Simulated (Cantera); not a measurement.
# Hydrocarbon pyrolysis for carbon deposition

A perfectly stirred reactor is fed with 2.17 % C3H8, 97.5 % H2, 0.347 % H2O, at 0.00140 bar; it is held at 1850 K, and followed from long to short residence time.

Cantera simulation using GRI-Mech 3.0 (53 species, 325 reactions); the numbers are that mechanism's predictions, not measurements. GRI-Mech 3.0 was tuned for natural gas; its chemistry of propane as a main component is partial and can be far from experiment. GRI-Mech 3.0 stops at C3 and has no aromatics, soot or wall deposition, so with more carbon than oxygen in the feed, carbon stays in small species such as C2H2 where larger ones or solid carbon would form. Radical loss at walls, strong at low pressure, is not modelled.

```tsv
τ (s)	x C3H8	x H2	x C2H2	x CH4	x CH3	x CH2
16	3.55e-7	0.959	0.0281	0.00275	0.000386	2.91e-6
4.9	1.28e-6	0.958	0.0271	0.00560	0.000679	4.18e-6
1.6	4.09e-6	0.955	0.0251	0.00974	0.00111	5.91e-6
0.50	1.32e-5	0.952	0.0222	0.0151	0.00173	8.37e-6
0.16	4.02e-5	0.949	0.0190	0.0203	0.00247	1.14e-5
0.051	0.000122	0.946	0.0159	0.0242	0.00324	1.45e-5
0.016	0.000373	0.944	0.0125	0.0260	0.00403	1.74e-5
0.0051	0.00113	0.944	0.00804	0.0250	0.00505	2.03e-5
0.0016	0.00343	0.948	0.00316	0.0199	0.00661	2.11e-5
0.00052	0.00918	0.957	0.000503	0.00982	0.00711	1.34e-5
0.00016	0.0167	0.969	1.97e-5	0.00179	0.00377	2.14e-6
```
x: mole fraction; the columns are a selection and need not sum to one.
